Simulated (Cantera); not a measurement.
Feed: 1 mol Cr2O3, 1.8 mol H2, at 0.0270 bar.

Method: chemical equilibrium by Gibbs-energy minimisation in Cantera with the NASA 1993 tables (ideal gas, pure condensed phases). Candidate condensed phases: Cr, Cr2O3, H2O; 13 gas species. Mutual solubility and eutectic melting of coexisting phases are not modelled. Rates play no part.

### Question
At 1773 K, list the 4 most abundant gas species with their mole fractions, and the condensed phases.

### Answer
H2 0.990, H2O 0.00566, Cr 0.00234, H 0.00172. Condensed: Cr(s) + Cr2O3(s).
